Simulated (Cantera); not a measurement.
A closed system holds: 1 mol SiCl4, 1.8 mol CH4, 7.5 mol H2, at 1925 K and 0.00820 bar.

Equilibrium computed with Cantera from the NASA thermochemical tables; the gas is ideal and each condensed phase is pure. Candidate condensed phases: C, C6H6, C7H8, C8H18, Si, SiC; 109 gas species. The tables' values for SiCl, SiCl3 are old estimates; treat these amounts as uncertain. Rates play no part.

Base state: H2 0.699, HCl 0.277, SiCl2 0.0118, H 0.00883, Cl 0.00263, C2H2 (acetylene) 0.000320, SiCl 0.000113, SiCl3 0.000107 (mole fractions); condensed: C(graphite) + SiC(s).

**Question.** What changes in the equilibrium state with this change: temperature from 1925 K to 1125 K?

**Answer.** 
| species | before | after |
|---|---|---|
| H2 | 0.699 | 0.721 |
| HCl | 0.277 | 0.269 |
| SiCl4 | 1.26e-6 | 0.00923 |
| SiCl2 | 0.0118 | 0.000219 |
| SiCl | 0.000113 | <1e-9 |
| Si | 8.72e-5 | <1e-9 |
| H | 0.00883 | 4.17e-7 |
| C2H2 (acetylene) | 0.000320 | 1.66e-8 |
| C(graphite), mol | 0.951 | 0.932 |
| SiC(s), mol | 0.840 | 0.867 |
The tables' values for SiCl3 are old estimates; treat these amounts as uncertain.
